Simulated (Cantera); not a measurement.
**N2O furnace oxynitridation**

An isothermal, constant-pressure homogeneous reactor starts with N2O : H2 : N2 : H2O = 1 : 0.0063 : 0.64 : 0.013 (molar parts), at 1198 K and 1.00 bar.

Detailed kinetics in Cantera: GRI-Mech 3.0 (53 species, 325 reactions). GRI-Mech 3.0 was tuned for natural gas; its chemistry of N2O as a main component is partial and can be far from experiment. The mechanism lacks the step 2 NO + O2 → 2 NO2, which can matter for NO2 below about 1400 K. The temperature is held fixed by assumption; the heat of reaction is taken as removed at once.

```json
[
 {"t (s)": "1.00e-6", "x N2O": "0.603", "x H2": "0.00380", "x N2": "0.386", "x NO": "1.78e-9", "x H": "1.46e-9", "x H2O2": "<1e-12", "x HO2": "1.37e-12"},
 {"t (s)": "3.84e-6", "x N2O": "0.603", "x H2": "0.00380", "x N2": "0.386", "x NO": "2.37e-8", "x H": "1.23e-8", "x H2O2": "<1e-12", "x HO2": "8.56e-11"},
 {"t (s)": "1.48e-5", "x N2O": "0.603", "x H2": "0.00380", "x N2": "0.386", "x NO": "2.46e-7", "x H": "6.84e-8", "x H2O2": "<1e-12", "x HO2": "4.20e-9"},
 {"t (s)": "5.68e-5", "x N2O": "0.603", "x H2": "0.00379", "x N2": "0.386", "x NO": "1.60e-6", "x H": "2.94e-7", "x H2O2": "1.11e-10", "x HO2": "1.14e-7"},
 {"t (s)": "0.000218", "x N2O": "0.602", "x H2": "0.00370", "x N2": "0.386", "x NO": "8.25e-6", "x H": "8.97e-7", "x H2O2": "7.61e-9", "x HO2": "1.47e-6"},
 {"t (s)": "0.000839", "x N2O": "0.602", "x H2": "0.00307", "x N2": "0.387", "x NO": "3.80e-5", "x H": "1.26e-6", "x H2O2": "1.13e-7", "x HO2": "4.27e-6"},
 {"t (s)": "0.00323", "x N2O": "0.599", "x H2": "0.00135", "x N2": "0.389", "x NO": "0.000126", "x H": "5.07e-7", "x H2O2": "8.82e-8", "x HO2": "3.44e-6"},
 {"t (s)": "0.0124", "x N2O": "0.593", "x H2": "0.000137", "x N2": "0.393", "x NO": "0.000400", "x H": "3.40e-8", "x H2O2": "2.18e-8", "x HO2": "1.48e-6"},
 {"t (s)": "0.0477", "x N2O": "0.577", "x H2": "1.20e-7", "x N2": "0.402", "x NO": "0.00144", "x H": "1.68e-9", "x H2O2": "1.13e-8", "x HO2": "6.53e-7"},
 {"t (s)": "0.183", "x N2O": "0.522", "x H2": "1.50e-8", "x N2": "0.434", "x NO": "0.00524", "x H": "1.58e-9", "x H2O2": "1.12e-8", "x HO2": "2.49e-7"},
 {"t (s)": "0.704", "x N2O": "0.367", "x H2": "1.12e-8", "x N2": "0.525", "x NO": "0.0154", "x H": "1.27e-9", "x H2O2": "9.95e-9", "x HO2": "8.45e-8"},
 {"t (s)": "2.71", "x N2O": "0.127", "x H2": "6.00e-9", "x N2": "0.668", "x NO": "0.0282", "x H": "5.52e-10", "x H2O2": "5.38e-9", "x HO2": "3.03e-8"},
 {"t (s)": "10.4", "x N2O": "0.00807", "x H2": "8.44e-10", "x N2": "0.740", "x NO": "0.0308", "x H": "2.72e-11", "x H2O2": "6.41e-10", "x HO2": "8.11e-9"},
 {"t (s)": "40.0", "x N2O": "1.43e-6", "x H2": "2.37e-10", "x N2": "0.745", "x NO": "0.0306", "x H": "2.95e-12", "x H2O2": "9.77e-11", "x HO2": "3.99e-9"}
]
```
x: mole fraction; the columns are a selection and need not sum to one.

Equilibrium at this temperature and pressure: N2O 1.37e-8, H2 2.29e-10, N2 0.761, NO 0.000199, H 2.89e-12, H2O2 1.01e-10, HO2 4.21e-9 (gas phase only).
